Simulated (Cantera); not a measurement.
Charge: 1 mol CH3SiCl3, 0.026 mol C3H8, 110 mol H2, at 0.0133 bar.

Cantera equilibrium calculation (NASA polynomials, part measured and part estimated; ideal gas, pure solids and liquids). Candidate condensed phases: C, C6H6, C7H8, C8H18, Si, SiC; 109 gas species. The feed counts by its element totals alone. Gases not in the tables: Si2H6 and higher silanes. Kinetics and transport are ignored.

What share of the Si ends up in condensed phases as a function of T (K), at 1225, 1325, 1425, 1525, 1625, 1725, 1825, 1925, 2025, 2125, 2225, 2325, 2425, 2525?


| T (K) | Si condensed (%) | as |
|---|---|---|
| 1225 | 100.0 | SiC(s) |
| 1325 | 99.9 | SiC(s) |
| 1425 | 99.9 | SiC(s) |
| 1525 | 99.8 | SiC(s) |
| 1625 | 99.7 | SiC(s) |
| 1725 | 99.5 | SiC(s) |
| 1825 | 99.2 | SiC(s) |
| 1925 | 98.3 | SiC(s) |
| 2025 | 94.0 | SiC(s) |
| 2125 | 79.4 | SiC(s) |
| 2225 | 34.3 | SiC(s) |
| 2325 | 0.0 | - |
| 2425 | 0.0 | - |
| 2525 | 0.0 | - |
